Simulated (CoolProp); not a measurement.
Vapour-liquid equilibrium of hydrogen sulfide (1) + benzene (2) at 342.6 K; x and y are mole fractions of (1).

Model: multi-fluid Helmholtz-energy mixture model, Lemmon 2006 and Thol 2012; pair parameters Bell 2016, in CoolProp.

```tsv
x	bubble pressure (kPa)	y at the bubble point	dew pressure at overall composition x (kPa)	liquid density (mol/L)
0.05	268.8	0.732	76.04	10.88
0.2	861.6	?	90.40	?
0.35	1488	0.956	111.3	13.07
0.5	2174	0.972	144.7	14.40
0.65	?	0.982	206.3	?
0.8	3805	0.990	358.7	17.49
0.95	?	0.997	1340	18.72
```

Problem. Some entries are withheld; supply them.

Solution. 
- 0.2, y at the bubble point: 0.919
- 0.2, liquid density (mol/L): 11.90
- 0.65, bubble pressure (kPa): 2941
- 0.65, liquid density (mol/L): 15.90
- 0.95, bubble pressure (kPa): 4817

No azeotrope shows between x = 0.05 and 0.95.

Pair parameters are fitted to limited data, so mixtures are less certain than the pure fluids.
